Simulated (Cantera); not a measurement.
Standard-state values (1 bar) from the NASA 1993 polynomials, evaluated with Cantera. Values are per mole of reaction as written; species without (g) are pure solids or liquids, kept so even where they would boil at 1 bar.

2 AlF₃(g) = 2 Al(g) + 3 F₂(g)

```
T (K)    ΔH° (kJ)   ΔS° (J/K)    ΔG° (kJ)     log10 K
-----  ----------  ----------  ----------  ----------
300        3078.1       384.2      2962.8     -515.86
2300   (withheld)  (withheld)  (withheld)  (withheld)
2375       3067.7       378.3      2169.2      -47.71
2450   (withheld)  (withheld)  (withheld)  (withheld)
2525       3066.6       377.8      2112.5      -43.70
2600       3066.0       377.6      2084.2      -41.87
2675       3065.4       377.4      2055.9      -40.14
2750       3064.7       377.1      2027.6      -38.51
2825       3064.1       376.9      1999.3      -36.97
2900   (withheld)  (withheld)  (withheld)  (withheld)
```

Complete the blanks.


- 2300, ΔH° (kJ): 3068.3
- 2300, ΔS° (J/K): 378.5
- 2300, ΔG° (kJ): 2197.6
- 2300, log10 K: -49.91
- 2450, ΔH° (kJ): 3067.2
- 2450, ΔS° (J/K): 378.1
- 2450, ΔG° (kJ): 2140.9
- 2450, log10 K: -45.64
- 2900, ΔH° (kJ): 3063.3
- 2900, ΔS° (J/K): 376.6
- 2900, ΔG° (kJ): 1971.1
- 2900, log10 K: -35.50
